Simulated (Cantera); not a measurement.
A perfectly stirred reactor is fed with CO : O₂ : H₂O : N₂ = 0.0011 : 0.016 : 0.0031 : 1 (molar parts), equivalence ratio 0.034, at 405 Torr; it is held at 1450 K, and followed from long to short residence time.

Cantera simulation using GRI-Mech 3.0 (53 species, 325 reactions); the numbers are that mechanism's predictions, not measurements.

### Question
Predict: x(CO) at τ = 23.0 s; x(O₂) at τ = 23.0 s; x(H₂O) at τ = 23.0 s; x(OH) at τ = 23.0 s; x(CO) at τ = 0.280 s; x(O₂) at τ = 0.280 s; x(H₂O) at τ = 0.280 s; x(OH) at τ = 0.280 s; x(H₂O₂) at τ = 0.280 s.

### Answer
x(CO) at τ = 23.0 s: 2.47e-6
x(O₂) at τ = 23.0 s: 0.0151
x(H₂O) at τ = 23.0 s: 0.00303
x(OH) at τ = 23.0 s: 1.27e-5
x(CO) at τ = 0.280 s: 5.09e-5
x(O₂) at τ = 0.280 s: 0.0152
x(H₂O) at τ = 0.280 s: 0.00301
x(OH) at τ = 0.280 s: 4.75e-5
x(H₂O₂) at τ = 0.280 s: 2.80e-9
